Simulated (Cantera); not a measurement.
Standard-state values (1 bar) from the NASA 1993 polynomials, evaluated with Cantera. Values are per mole of reaction as written; species without (g) are pure solids or liquids, kept so even where they would boil at 1 bar.

2 Na + S + 3 COS(g) → 2 CS₂(g) + Na₂CO₃

| T (K) | ΔH° (kJ) | ΔS° (J/K) | ΔG° (kJ) | log10 K | condensed phases |
|---|---|---|---|---|---|
| 300 | -481.7 | -214.7 | -417.3 | 72.66 | Na(s), S(s), Na₂CO₃(s) |
| 350 | (withheld) | (withheld) | (withheld) | (withheld) | Na(s), S(s), Na₂CO₃(s) |
| 450 | -489.8 | -236.2 | -383.5 | 44.52 | Na(l), S(l), Na₂CO₃(s) |
| 550 | (withheld) | (withheld) | (withheld) | (withheld) | Na(l), S(l), Na₂CO₃(s) |
| 650 | -487.6 | -232.7 | -336.4 | 27.03 | Na(l), S(l), Na₂CO₃(s) |
| 750 | -483.2 | -226.3 | -313.4 | 21.83 | Na(l), S(l), Na₂CO₃(s) |
| 850 | -481.7 | -224.4 | -290.9 | 17.88 | Na(l), S(l), Na₂CO₃(s) |

### Question
Some entries are withheld; supply them.

### Answer

- 350, ΔH° (kJ): -481.8
- 350, ΔS° (J/K): -214.9
- 350, ΔG° (kJ): -406.6
- 350, log10 K: 60.68
- 550, ΔH° (kJ): -489.9
- 550, ΔS° (J/K): -236.5
- 550, ΔG° (kJ): -359.9
- 550, log10 K: 34.18
